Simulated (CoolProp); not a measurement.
A simple Rankine cycle with R124: condensing at 302.15 K, boiler at 1.35 MPa, turbine inlet 386.2 K, turbine efficiency 0.6, pump efficiency 0.6, no recuperator. Each further row changes one setting.

Values from CoolProp's reference Helmholtz-energy equation of state, de Vries 1995.

```tsv
case	thermal efficiency (%)	net work (kJ/kg)	heat in (kJ/kg)	turbine exit temperature (K)	volume ratio over the turbine
as stated	6.1	?	204	359.4	3.24
turbine inlet 406.2 K	6.1	?	?	380.4	3.19
condensing temperature 294.15 K	?	15.3	?	354.6	4.14
boiler pressure 0.945 MPa	4.4	9.19	209	?	2.21
turbine efficiency 0.5	?	10.2	204	362.1	?
```

**Question.** What belongs in the gaps?

**Answer.** 
- as stated, net work (kJ/kg): 12.5
- turbine inlet 406.2 K, net work (kJ/kg): 13.6
- turbine inlet 406.2 K, heat in (kJ/kg): 223
- condensing temperature 294.15 K, thermal efficiency (%): 7.2
- condensing temperature 294.15 K, heat in (kJ/kg): 213
- boiler pressure 0.945 MPa, turbine exit temperature (K): 369.1
- turbine efficiency 0.5, thermal efficiency (%): 5.0
- turbine efficiency 0.5, volume ratio over the turbine: 3.27
